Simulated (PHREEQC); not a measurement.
Make-up at 20 °C: 20 mmol/kgw NH3 and 2.5 mmol/kgw CO2. Closed to the air; pH follows from the charge balance.

The numbers come from PHREEQC with the ion-association model, phreeqc.dat.

Each row changes one thing in this solution. This is a speciation only: nothing precipitates in the calculation.

```tsv
case	pH	ionic strength (mol/kgw)
as made	10.10	0.00456
CO2 left out	10.93	0.000594
diluted 10-fold with water	10.01	0.000481
NH3 from 0.02 to 0.2 mol/kgw	11.00	0.00748
CO2 replaced by NH4HCO3 at the same molality	10.15	0.00471
temperature from 20 to 70 °C	8.87	0.00294
NH3 from 0.02 to 0.022 mol/kgw	10.14	0.00468
NH3 left out	4.50	3.22e-5
```

At this temperature some constants are extrapolated from 25 °C, and those without enthalpy data are left unchanged.
